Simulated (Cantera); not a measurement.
What does this Cantera script print?

```python
import numpy as np
import cantera as ct

gas_names = """
    AL ALCL ALCL2 ALCL3 ALH ALN AL2 AL2CL6 CL CL2 H HCL H2 N NH NH2 NH3 N2 N2H2 N2H4
""".split()
cond_names = """
    AL(cr) AL(L) ALCL3(s) ALCL3(L) ALN(s) NH4CL(a) NH4CL(b)
""".split()


def load(file, names, dense=False):
    # The tables refer to 1 bar. Condensed volumes are neglected.
    table = {s.name: s for s in ct.Species.list_from_file(file)}
    out = []
    for n in names:
        d = dict(table[n].input_data)
        d["thermo"] = dict(d["thermo"], **{"reference-pressure": 1e5})
        if dense:
            d["equation-of-state"] = {"model": "constant-volume", "density": "1e6 g/cm^3"}
        out.append(ct.Species.from_dict(d))
    return out


gas = ct.Solution(thermo="ideal-gas", species=load("nasa_gas.yaml", gas_names))
cond = {s.name: ct.Solution(thermo="fixed-stoichiometry", species=[s], name=s.name)
        for s in load("nasa_condensed.yaml", cond_names, dense=True)}
atoms = {
    'AlN': {'AL': 1, 'N': 1},
    'Cl2': {'CL': 2},
    'H2': {'H': 2},
    'HCl': {'H': 1, 'CL': 1},
}
top_T = {'ALN(s)': 2750}  # K; cautious upper limits of use, not melting points


def equilibrate(T, P, feed):
    n = {}
    for name, mol in feed.items():
        for a, k in atoms[name].items():
            n[a] = n.get(a, 0.0) + k * mol
    gas.TPX = T, P, n
    mass = sum(n.values()) * gas.mean_molecular_weight
    gas.equilibrate("TP")
    valid = [c for c in cond.values() if c.min_temp <= T <= top_T.get(c.name, c.max_temp)]
    mix = ct.Mixture([(gas, mass / gas.mean_molecular_weight)] + [(c, 0.0) for c in valid])
    mix.T, mix.P = T, P
    mix.equilibrate("TP", solver="vcs", rtol=1e-11, max_steps=5000)
    return mix


results = []
T = 1423  # K
P = 540  # Pa
for m in [0.61, 2.2, 3.7, 5.3, 6.8, 8.4, 9.9, 11, 13]:
    feed = {'AlN': 1, 'Cl2': 5, 'H2': m, 'HCl': 1.4}  # mol
    mix = equilibrate(T, P, feed)
    results.append((T, P, feed, dict(zip(mix.species_names, mix.species_moles))))

top = {s: max(r[3][s] / sum(r[3][g] for g in gas_names) for r in results) for s in gas_names}
cols = sorted((s for s in top if top[s] > 1e-05), key=lambda s: -top[s])[:6]
seen = [c for c in cond_names if any(r[3].get(c, 0) > 1e-12 for r in results)]
print("log10 of partial pressures in bar; condensed amounts in mol")
print(f"{'n(H2)':>10s}" + "".join(f"{s[:9]:>10s}" for s in cols + seen))
for T, P, feed, n in results:
    ng = sum(n[g] for g in gas_names)
    print(f"{feed['H2']:10.4g}" + "".join(f"{np.log10(max(n[s] / ng * P / 1e5, 1e-99)):10.3f}" for s in cols)
          + "".join(f"{n.get(c, 0):10.4g}" for c in seen))
```

Output:

```
log10 of partial pressures in bar; condensed amounts in mol
     n(H2)       HCL        H2       CL2        CL     ALCL3        N2
      0.61    -2.748   -10.214    -2.870    -2.906    -3.166    -3.467
       2.2    -2.467    -9.144    -3.379    -3.160    -3.231    -3.532
       3.7    -2.348    -3.969    -8.315    -5.628    -3.273    -3.573
       5.3    -2.411    -3.081    -9.329    -6.135    -3.339    -3.637
       6.8    -2.464    -2.871    -9.644    -6.293    -3.393    -3.689
       8.4    -2.513    -2.749    -9.865    -6.403    -3.444    -3.739
       9.9    -2.555    -2.675   -10.023    -6.482    -3.487    -3.781
        11    -2.583    -2.634   -10.120    -6.530    -3.517    -3.809
        13    -2.630    -2.579   -10.269    -6.605    -3.566    -3.857
```

These are equilibrium values from Cantera (NASA tables, ideal gas, pure condensed phases), not measurements of a reactor. The tables' values for AlCl2 are old estimates; treat these amounts as uncertain.
